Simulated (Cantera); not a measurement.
An isothermal, constant-pressure homogeneous reactor starts with NO : N2 = 1 : 9.1 (molar parts), at 1975 K and 28000 Pa.

Detailed kinetics in Cantera: GRI-Mech 3.0 (53 species, 325 reactions).

One state of this run: x NO = 0.0977; x O = 5.19e-5; x N2O = 4.37e-6; x O2 = 0.000620; x N2 = 0.902; x NO2 = 9.33e-6. x: mole fraction; the columns are a selection and need not sum to one.

Q: Which value of t (s) does it belong to?
A) 0.152
B) 0.00106
C) 2.00e-5
D) 5.40e-5

A: A, 0.152
